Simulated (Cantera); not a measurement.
Charge: 1 mol AlN, 7.1 mol Cl2, 1.5 mol N2, equilibrated at 700 K and 75.0 Torr.

These are equilibrium values from Cantera (NASA tables, ideal gas, pure condensed phases), not measurements of a reactor. Candidate condensed phases: Al, AlCl3, AlN; 11 gas species. Kinetics and transport are ignored.

Base state: Cl2 0.666, N2 0.238, AlCl3 0.0729, Al2Cl6 0.0230 (mole fractions); condensed: gas only.

### Question
What changes in the equilibrium state with this change: temperature from 700 K to 1750 K?

### Answer
```csv
species,before,after
Cl,1.71e-6,0.428
Cl2,0.666,0.298
N2,0.238,0.183
Al2Cl6,0.0230,2.86e-7
AlCl3,0.0729,0.0914
```
